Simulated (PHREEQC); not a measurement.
# Metal-bearing waste water: an equilibrium model

Make-up at 25 °C: 0.0012 mol FeCl3, 0.0007 mol MgSO4, 0.096 mol H2SO4 and 0.0067 mol NaCl per kg of water. Closed to the air; pH follows from the charge balance.

Computed with PHREEQC (ion-association model, wateq4f.dat).

```yaml
pH: 1.03
ionic_strength: 0.145 mol/kgw
total_alkalinity: -194 meq/kg
```

```json
[
 {"species": "H+", "molality": "0.116", "activity": "0.0937", "log γ": "-0.091"},
 {"species": "HSO4-", "molality": "0.0760", "activity": "0.0571", "log γ": "-0.124"},
 {"species": "SO4-2", "molality": "0.0191", "activity": "0.00626", "log γ": "-0.483"},
 {"species": "Cl-", "molality": "0.0103", "activity": "0.00758", "log γ": "-0.133"},
 {"species": "Na+", "molality": "0.00650", "activity": "0.00495", "log γ": "-0.119"},
 {"species": "FeSO4+", "molality": "0.000671", "activity": "0.000510", "log γ": "-0.119"},
 {"species": "Mg+2", "molality": "0.000459", "activity": "0.000170", "log γ": "-0.431"},
 {"species": "FeHSO4+2", "molality": "0.000381", "activity": "0.000128", "log γ": "-0.474"},
 {"species": "MgSO4", "molality": "0.000241", "activity": "0.000250", "log γ": "0.014"},
 {"species": "NaSO4-", "molality": "0.000203", "activity": "0.000155", "log γ": "-0.116"},
 {"species": "Fe(SO4)2-", "molality": "9.18e-5", "activity": "6.99e-5", "log γ": "-0.118"},
 {"species": "Fe+3", "molality": "4.93e-5", "activity": "7.43e-6", "log γ": "-0.822"}
]
```

Precipitation was switched off in this run.
